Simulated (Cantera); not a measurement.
Input (Python, Cantera):

```python
import numpy as np
import cantera as ct

gas = ct.Solution("gri30.yaml")
gas.TPX = 1975, 500000, {'CH4': 1, 'CO2': 3.2, 'H2': 0.051}
inlet = ct.Reservoir(gas, clone=True)

reactor = ct.IdealGasConstPressureReactor(gas, energy="off", clone=False)
exhaust = ct.Reservoir(gas, clone=True)
tau = [0.32, 0.22, 0.16, 0.11, 0.077, 0.054, 0.038, 0.027, 0.019, 0.013, 0.0093][0]
for a, b in ((inlet, reactor), (reactor, exhaust)):
    ct.MassFlowController(a, b, mdot=lambda t: reactor.mass / tau)
net = ct.ReactorNet([reactor])
show = ['CH4', 'CO2', 'H2', 'CH2', 'C2H6', 'O', 'OH']

rows = []
print(f"{'tau/s':>10s}{'T/K':>9s}" + "".join(f"{s:>11s}" for s in show))
for tau in [0.32, 0.22, 0.16, 0.11, 0.077, 0.054, 0.038, 0.027, 0.019, 0.013, 0.0093]:
    net.initial_time = 0.0
    net.advance(30 * tau)
    before = gas.X
    net.advance(40 * tau)
    drift = np.max(np.abs(gas.X - before) / (gas.X + 1e-9))
    rows.append([gas.T, *gas[show].X, drift])
    print(f"{tau:10.3e}{gas.T:9.1f}" + "".join(f"{x:11.3e}" for x in gas[show].X))
```

Output:

```
     tau/s      T/K        CH4        CO2         H2        CH2       C2H6          O         OH
 3.200e-01   1975.0  1.176e-03  1.627e-01  1.344e-01  6.814e-08  9.544e-08  3.415e-08  2.932e-05
 2.200e-01   1975.0  1.613e-03  1.638e-01  1.336e-01  9.543e-08  1.805e-07  3.402e-08  2.942e-05
 1.600e-01   1975.0  2.084e-03  1.651e-01  1.327e-01  1.261e-07  3.032e-07  3.382e-08  2.956e-05
 1.100e-01   1975.0  2.773e-03  1.672e-01  1.312e-01  1.736e-07  5.426e-07  3.342e-08  2.980e-05
 7.700e-02   1975.0  3.581e-03  1.701e-01  1.292e-01  2.331e-07  9.173e-07  3.279e-08  3.012e-05
 5.400e-02   1975.0  4.543e-03  1.741e-01  1.267e-01  3.095e-07  1.504e-06  3.185e-08  3.057e-05
 3.800e-02   1975.0  5.662e-03  1.793e-01  1.235e-01  4.062e-07  2.392e-06  3.057e-08  3.116e-05
 2.700e-02   1975.0  6.915e-03  1.861e-01  1.196e-01  5.241e-07  3.670e-06  2.900e-08  3.190e-05
 1.900e-02   1975.0  8.381e-03  1.951e-01  1.148e-01  6.744e-07  5.580e-06  2.714e-08  3.284e-05
 1.300e-02   1975.0  1.018e-02  2.074e-01  1.089e-01  8.744e-07  8.594e-06  2.500e-08  3.405e-05
 9.300e-03   1975.0  1.198e-02  2.208e-01  1.032e-01  1.087e-06  1.240e-05  2.311e-08  3.522e-05
```

Computed with Cantera and GRI-Mech 3.0 (53 species, 325 reactions).
